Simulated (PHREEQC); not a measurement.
1 kg of water holding 0.0054 mol NaHCO3, 0.037 mol Na2CO3, 0.6 mol Na2SO4, 0.54 mol KCl and 0.1 mol NaCl is evaporated at 25 °C; the solids stay in contact with the brine. No CO2 enters from the air. Only these solids could form: Arcanite, Burkeite, Glaserite, Halite, Kalicinite, Mirabilite, Misenite, Nahcolite, Natron, Sylvite, Thenardite, Trona.

The numbers come from PHREEQC with the Pitzer model, pitzer.dat.

```
water left (kg)  ionic strength  water activity  Halite (mol)  Thenardite (mol)  Glaserite (mol)  Burkeite (mol)  Trona (mol)     pH
---------------  --------------  --------------  ------------  ----------------  ---------------  --------------  -----------  -----
1                          2.56           0.957             0                 0                0               0            0  10.32
0.6755                     3.78           0.936             0                 0                0               0            0  10.28
0.5552                     4.60           0.922             0                 0                0               0            0      …
0.4563                     5.60           0.904             0                 0                0               0            0      …
0.3082                     6.96           0.867             0                 0           0.0687               0            0  10.18
0.2082                     8.91           0.805             0                 0            0.117               0            0  10.11
0.1711                     9.11           0.780             0            0.0749                …               0            0  10.07
0.1407                     8.94           0.757             0             0.162            0.135               0            0  10.02
0.09503                    9.17           0.722         0.117             0.230            0.146               0            0   9.98
0.06418                    9.44           0.720         0.296             0.228                …         0.00283            0   9.96
0.05276                    9.46           0.720             …             0.217            0.161         0.00884            0   9.88
0.04336                    9.49           0.719         0.409             0.208            0.165          0.0138            0   9.79
0.02926                    9.50           0.719         0.484             0.197            0.170          0.0200      0.00135   9.75
```

Q: Some entries are withheld; supply them.

A: 
- 0.5552, pH: 10.26
- 0.4563, pH: 10.25
- 0.1711, Glaserite (mol): 0.129
- 0.06418, Glaserite (mol): 0.157
- 0.05276, Halite (mol): 0.358
